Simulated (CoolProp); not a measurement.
Model: reference Helmholtz-energy equation of state, Lemmon 2016, in CoolProp.

### Question
For R115, give the phase and the Z, Joule-Thomson coefficient (K/MPa), fugacity coefficient at -72.65 °C and 17.6 MPa; 55.65 °C and 17.6 MPa.

### Answer
- -72.65 °C and 17.6 MPa: liquid; Z 0.960, Joule-Thomson coefficient -0.450, fugacity coefficient 0.00251
- 55.65 °C and 17.6 MPa: liquid; Z 0.756, Joule-Thomson coefficient -0.132, fugacity coefficient 0.164
